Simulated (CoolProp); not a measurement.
A simple Rankine cycle with isobutene: condensing at 327.15 K, boiler at 2.27 MPa, turbine inlet 534.7 K, turbine efficiency 0.75, pump efficiency 0.7, no recuperator. Each further row changes one setting.

Values from CoolProp's reference Helmholtz-energy equation of state, Lemmon 2005. It is a short technical equation, of lower accuracy than the large ones.

| case | thermal efficiency (%) | net work (kJ/kg) | heat in (kJ/kg) | turbine exit temperature (K) | volume ratio over the turbine |
|---|---|---|---|---|---|
| as stated | 8.1 | 60.9 | 752 | 500.3 | 3.34 |
| condensing temperature 319.15 K | 9.2 | 71.4 | 772 | 495.1 | 4.07 |
| boiler pressure 1.59 MPa | 5.9 | 44.9 | 762 | 511.1 | 2.33 |
| turbine efficiency 0.65 | 6.9 | 52.3 | 752 | 503.9 | 3.36 |
